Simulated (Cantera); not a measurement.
Charge: 1 mol MgO, 0.55 mol N2, held at 7.50 Torr.

Method: chemical equilibrium by Gibbs-energy minimisation in Cantera with the NASA 1993 tables (ideal gas, pure condensed phases). Candidate condensed phases: Mg, MgO; 13 gas species. Equilibrium is a limit: real reactors are often held back by kinetics, nucleation or transport.

x: gas mole fraction; n: condensed amount in mol.

```json
[
 {"T (K)": "2373", "x N2": "0.937", "x Mg": "0.0373", "x O": "0.00826", "x O2": "0.0121", "x MgO": "0.000981", "x NO": "0.00476", "n MgO(s)": "0.978"},
 {"T (K)": "2473", "x N2": "0.832", "x Mg": "0.0985", "x O": "0.0231", "x O2": "0.0332", "x MgO": "0.00371", "x NO": "0.00896", "n MgO(s)": "0.933"},
 {"T (K)": "2573", "x N2": "0.589", "x Mg": "0.241", "x O": "0.0595", "x O2": "0.0837", "x MgO": "0.0126", "x NO": "0.0142", "n MgO(s)": "0.766"},
 {"T (K)": "2673", "x N2": "0.248", "x Mg": "0.437", "x O": "…", "x O2": "…", "x MgO": "…", "x NO": "0.0144", "n MgO(s)": "0"},
 {"T (K)": "2773", "x N2": "0.241", "x Mg": "0.430", "x O": "…", "x O2": "…", "x MgO": "…", "x NO": "0.0149", "n MgO(s)": "0"},
 {"T (K)": "2873", "x N2": "0.234", "x Mg": "0.422", "x O": "0.220", "x O2": "0.0936", "x MgO": "0.0165", "x NO": "0.0148", "n MgO(s)": "0"},
 {"T (K)": "2973", "x N2": "0.227", "x Mg": "0.413", "x O": "0.266", "x O2": "0.0666", "x MgO": "0.0124", "x NO": "0.0140", "n MgO(s)": "0"}
]
```

Task: Fill in the missing entries.

Result: 
- 2673, x O: 0.124
- 2673, x O2: 0.149
- 2673, x MgO: 0.0270
- 2773, x O: 0.171
- 2773, x O2: 0.122
- 2773, x MgO: 0.0214
